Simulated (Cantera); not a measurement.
Input: 1 mol TiO2, 0.45 mol H2, equilibrated at 1050 K and 750 Torr.

Method: chemical equilibrium by Gibbs-energy minimisation in Cantera with the NASA 1993 tables (ideal gas, pure condensed phases). Candidate condensed phases: H2O, Ti, TiO, TiO2, Ti2O3, Ti3O5, Ti4O7; 12 gas species. Mutual solubility and eutectic melting of coexisting phases are not modelled. Condensed phases not in the tables: Magnéli phases beyond Ti4O7. The numbers say what is thermodynamically allowed, not how fast it happens.

Base state: H2 1.000, H2O 0.000158 (mole fractions); condensed: TiO2(rutile) + Ti4O7(s).

Problem. What changes in the equilibrium state with this change: temperature from 1050 K to 1500 K?

Solution. 
```csv
species,before,after
H2,1.000,0.984
H2O,0.000158,0.0158
H,8.11e-9,1.75e-5
"TiO2(rutile), mol",1.000,0.972
"Ti4O7(s), mol",7.11e-5,0.00710
```
Gases not in the tables: TiO(OH)2.
